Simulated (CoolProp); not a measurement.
Properties of hexamethyldisiloxane (MM) along the isobar 0.101 MPa.

Model: reference Helmholtz-energy equation of state, Thol 2016, in CoolProp.

| T (°C) | phase | Z | cp (kJ/(kg K)) | cv (kJ/(kg K)) | speed of sound (m/s) | isothermal compressibility (1/MPa) | expansivity (1/kK) |
|---|---|---|---|---|---|---|---|
| -43.65 | liquid | 0.01035 | ? | 1.403 | 1131 | 0.001177 | 1.222 |
| -12.85 | liquid | 0.009485 | 1.810 | 1.458 | 1012 | ? | 1.280 |
| 17.95 | liquid | 0.008834 | 1.881 | 1.526 | 900.1 | 0.001985 | 1.364 |
| 48.75 | liquid | 0.008346 | 1.963 | 1.601 | 792.5 | 0.002659 | 1.483 |
| 79.55 | liquid | 0.007992 | 2.052 | 1.679 | 688.0 | 0.003690 | ? |
| 110.35 | gas | 0.9430 | 1.752 | 1.683 | 134.6 | 10.54 | 3.224 |
| 141.05 | gas | 0.9575 | 1.824 | 1.761 | 141.8 | 10.36 | 2.813 |
| 171.85 | gas | 0.9673 | 1.897 | 1.837 | 148.3 | 10.25 | 2.522 |
| 202.65 | gas | 0.9742 | 1.969 | 1.911 | 154.3 | 10.17 | 2.299 |
| 233.45 | gas | 0.9794 | 2.038 | ? | 160.0 | 10.11 | 2.122 |

**Question.** Some entries are withheld; supply them.

**Answer.** 
- -43.65, cp (kJ/(kg K)): 1.754
- -12.85, isothermal compressibility (1/MPa): 0.001516
- 79.55, expansivity (1/kK): 1.652
- 233.45, cv (kJ/(kg K)): 1.982
